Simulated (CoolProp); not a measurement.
Vapour-liquid equilibrium of propylene (1) + acetone (2) at 287.2 K; x and y are mole fractions of (1).

Computed with CoolProp (multi-fluid Helmholtz-energy mixture model, Lemmon 2013 and Lemmon 2006; pair parameters Bell 2016).

```tsv
x	bubble pressure, mixture model (MPa)	bubble pressure, Raoult's law (MPa)	y, mixture model	y, Raoult's law
0.05	0.1144	0.06130	0.838	0.709
0.125	0.2489	0.1251	0.927	0.869
0.2	0.3646	0.1889	0.951	0.921
0.275	0.4577	0.2527	0.962	0.946
0.35	0.5285	0.3165	0.968	0.961
0.425	0.5805	0.3804	0.972	0.972
0.5	0.6186	0.4442	0.975	0.979
0.575	0.6482	0.5080	0.977	0.984
0.65	0.6745	0.5718	0.978	0.989
0.725	0.7017	0.6356	0.981	0.992
0.8	0.7339	0.6994	0.984	0.995
0.875	0.7745	0.7632	0.988	0.997
0.95	0.8267	0.8270	0.994	0.999
```

The largest gap from Raoult's law is +99.0 % in bubble pressure, at x = 0.125. No azeotrope shows between x = 0.05 and 0.95.

Pair parameters are fitted to limited data, so mixtures are less certain than the pure fluids. With so large a gap from Raoult's law the liquid may split in two, which this calculation doesn't test in full.
